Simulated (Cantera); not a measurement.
A closed system holds: 1 mol SF6, 2 mol O2, 18 mol H2, at 1823 K.

Equilibrium computed with Cantera from the NASA thermochemical tables; the gas is ideal and each condensed phase is pure. Candidate condensed phases: H2O, H2SO4, S; 43 gas species. The ideal-gas law is rough above about 30 bar. Equilibrium is a limit: real reactors are often held back by kinetics, nucleation or transport.

x: gas mole fraction; nothing condenses.

| P (Pa) | x H2 | x HF | x H2O | x H2S | x H | x S2 | x SO |
|---|---|---|---|---|---|---|---|
| 10 | 0.512 | 0.270 | 0.147 | 0.000397 | 0.0310 | 0.00598 | 0.0133 |
| 120 | 0.515 | 0.276 | 0.167 | … | … | … | … |
| 1400 | 0.507 | 0.279 | 0.180 | 0.00735 | 0.00261 | 0.0149 | 0.00220 |
| 17000 | 0.495 | 0.282 | 0.186 | 0.0210 | 0.000739 | 0.0106 | 0.000565 |
| 210000 | 0.482 | 0.284 | 0.189 | 0.0391 | 0.000208 | 0.00313 | 9.13e-5 |
| 2500000 | 0.477 | 0.285 | 0.190 | 0.0462 | … | … | … |
| 30000000 | 0.476 | 0.285 | 0.190 | 0.0474 | 1.73e-5 | 3.28e-5 | 7.96e-7 |

### Question
Fill in the missing entries.

### Answer

- 2500000, x H: 5.98e-5
- 2500000, x S2: 0.000374
- 2500000, x SO: 9.29e-6
- 120, x H2S: 0.00202
- 120, x H: 0.00897
- 120, x S2: 0.0128
- 120, x SO: 0.00636
